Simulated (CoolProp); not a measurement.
Vapour pressure (MPa) of ethanol: the reference equation beside estimates from Tc = 514.7 K, pc = 6.268 MPa, ω = 0.644. Clausius-Clapeyron is anchored at 299.9 K with a constant enthalpy of vaporisation of 42.33 kJ/mol.

The numbers come from the reference Helmholtz-energy equation of state, Schroeder 2014 in CoolProp.

```
T (K)  reference  Lee-Kesler  Clausius-Clapeyron  van der Waals  Redlich-Kwong  Soave-Redlich-Kwong  Peng-Robinson
-----  ---------  ----------  ------------------  -------------  -------------  -------------------  -------------
299.9   0.008718    0.008087            0.008718         0.4587        0.09368             0.008035       0.008915
305      0.01159     0.01090             0.01158         0.5065         0.1125              0.01084        0.01192
310.1    0.01525     0.01452             0.01524         0.5576         0.1340              0.01445        0.01575
315.2    0.01986     0.01911             0.01987         0.6120         0.1586              0.01903        0.02058
320.3    0.02561     0.02487             0.02570         0.6700         0.1864              0.02478        0.02661
325.4    0.03273     0.03204             0.03297         0.7315         0.2177              0.03194        0.03406
330.5    0.04147     0.04086             0.04197         0.7968         0.2529              0.04076        0.04319
335.6    0.05210     0.05163             0.05304         0.8658         0.2921              0.05153        0.05427
```

Absolute difference from the reference over all 8 rows, mean and median: Lee-Kesler 3.6 and 3.3 %, Clausius-Clapeyron 0.5 and 0.2 %, van der Waals 3000.5 and 2748.9 %, Redlich-Kwong 685.7 and 663.2 %, Soave-Redlich-Kwong 4.0 and 3.7 %, Peng-Robinson 3.5 and 3.8 %.
